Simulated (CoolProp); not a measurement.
Vapour-liquid equilibrium of propylene (1) + cyclohexane (2) at 46.05 °C; x and y are mole fractions of (1).

The numbers come from the multi-fluid Helmholtz-energy mixture model, Lemmon 2013 and Zhou 2014; pair parameters Bell 2016 in CoolProp.

Q: Give the bubble pressure and the first vapour's composition at x = 0.35, 0.5, 0.65. Is there an azeotrope?

A: x = 0.35: 0.6886 MPa, y = 0.960; x = 0.5: 0.9430 MPa, y = 0.974; x = 0.65: 1.194 MPa, y = 0.982. No azeotrope shows between x = 0.05 and 0.95.

Pair parameters are fitted to limited data, so mixtures are less certain than the pure fluids. The gap from Raoult's law changes sign with composition, which may be real or a fault of the pair parameters; it wasn't checked against measurements.
